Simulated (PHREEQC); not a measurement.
1 kg of water holding 0.0051 mol/kgw MgSO4, 0.53 mol/kgw Na2SO4 and 0.0019 mol/kgw K2SO4 is evaporated at 60 °C; the solids stay in contact with the brine. The system is closed to CO2. The run lets Arcanite, Bloedite, Brucite, Epsomite, Glaserite, Hexahydrite, Kieserite, Leonite, Mirabilite, Misenite, Schoenite, Thenardite precipitate or redissolve, and no other solid.

The numbers come from PHREEQC with the Pitzer model, pitzer.dat.

```csv
water left (kg),ionic strength,water activity,Thenardite (mol),Mg in solution (mol/kgw),K in solution (mol/kgw),S in solution (mol/kgw)
1,1.62,0.980,0,0.00510,0.00380,0.537
0.6755,2.39,0.971,0,0.00755,0.00563,0.795
0.5552,2.91,0.966,0,0.00919,0.00684,0.967
0.375,4.31,0.950,0,0.0136,0.0101,1.43
0.3082,5.24,0.940,0,0.0165,0.0123,1.74
0.2082,7.76,0.912,0,0.0245,0.0182,2.58
0.1407,9.54,0.892,0.0915,0.0363,0.0270,3.17
0.1156,9.57,0.892,0.170,0.0441,0.0329,3.18
0.07809,9.67,0.891,0.287,0.0653,0.0487,3.20
0.06418,9.73,0.891,0.331,0.0795,0.0592,3.22
0.04335,9.89,0.890,0.396,0.118,0.0877,3.26
0.03564,10.0,0.889,0.420,0.143,0.107,3.29
0.02407,10.3,0.887,0.456,0.212,0.158,3.36
0.01627,10.7,0.884,0.480,0.313,0.234,3.48
0.01337,11.0,0.882,0.490,0.381,0.284,3.55
0.00903,11.8,0.877,0.503,0.565,0.421,3.75
0.007427,12.4,0.873,0.508,0.687,0.512,3.89
0.005012,13.8,0.863,0.516,1.02,0.758,4.25
```

Thenardite from water left = 0.1407 kg.

Constants without temperature data keep their 25 °C values here.
